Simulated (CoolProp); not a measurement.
Properties of C2F6 (R116) along the isotherm 6.25 °C.

The numbers come from the reference Helmholtz-energy equation of state, Lemmon 2006 in CoolProp. It is a short technical equation, of lower accuracy than the large ones.

```
p (bar)   phase  density (kg/m³)  cp (kJ/(kg K))  viscosity (µPa s)  conductivity (mW/(m K))
-------  ------  ---------------  --------------  -----------------  -----------------------
16.9        gas            139.4          0.9929               14.0                     15.5
33.9     liquid             1127           1.373                105                     44.7
50.8     liquid             1179           1.246                120                     47.8
67.7     liquid             1216           1.184                132                     50.2
84.7     liquid             1246           1.145                143                     52.2
102      liquid             1271           1.118                153                     54.0
119      liquid             1293           1.098                162                     55.5
135      liquid             1311           1.083                171                     56.9
152      liquid             1328           1.071                179                     58.2
```

Viscosity comes from a separate model (Huber 2003), an estimate that may be off by 10 % or more. Thermal conductivity comes from a separate model (Huber 2003), an estimate that may be off by 10 % or more.
